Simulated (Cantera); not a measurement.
A closed system holds: 1 mol FeS, 0.052 mol H2S, 1.9 mol H2O, held at 1 atm.

Equilibrium computed with Cantera from the NASA thermochemical tables; the gas is ideal and each condensed phase is pure. Candidate condensed phases: Fe, FeO, Fe(OH)2, Fe(OH)3, FeS, FeSO4, FeS2, Fe2O3, Fe2(SO4)3, Fe3O4, H2O, H2SO4, S; 22 gas species. FeS: taken at fixed stoichiometry. Gases not in the tables: S3 to S7. Rates play no part.

log p: log10 of the partial pressure in bar; n: condensed amount in mol.

```csv
T (°C),log p H2O,log p H2S,log p H2,log p SO2,log p S2,log p S2O,log p SH,n FeS(s),n FeS2(s)
477,-0.01,-1.60,-2.67,-4.63,(withheld),-7.41,-8.34,0.996,0.00394
502,-0.01,-1.59,-2.78,-3.80,(withheld),-6.53,-7.91,0.998,0.00220
527,-0.01,-1.58,-2.79,-3.30,(withheld),-5.97,-7.55,1.00,0
552,-0.01,-1.58,-2.68,-3.20,(withheld),-5.83,-7.28,1.00,0
577,-0.01,-1.59,-2.58,-3.10,(withheld),-5.70,-7.03,1.00,0
602,-0.01,-1.59,-2.48,-3.00,(withheld),-5.57,-6.80,1.00,0
627,-0.01,-1.60,-2.39,-2.91,(withheld),-5.46,-6.57,1.00,0
652,-0.01,-1.60,-2.30,-2.83,(withheld),-5.35,-6.37,1.00,0
677,-0.01,-1.61,-2.22,-2.75,(withheld),-5.25,-6.17,1.00,0
702,-0.01,-1.62,-2.15,-2.67,(withheld),-5.15,-5.98,1.00,0
```

Question: Complete the blanks.

Answer: 
- 477, log p S2: -5.24
- 502, log p S2: -4.60
- 527, log p S2: -4.19
- 552, log p S2: -4.06
- 577, log p S2: -3.94
- 602, log p S2: -3.82
- 627, log p S2: -3.72
- 652, log p S2: -3.62
- 677, log p S2: -3.53
- 702, log p S2: -3.45
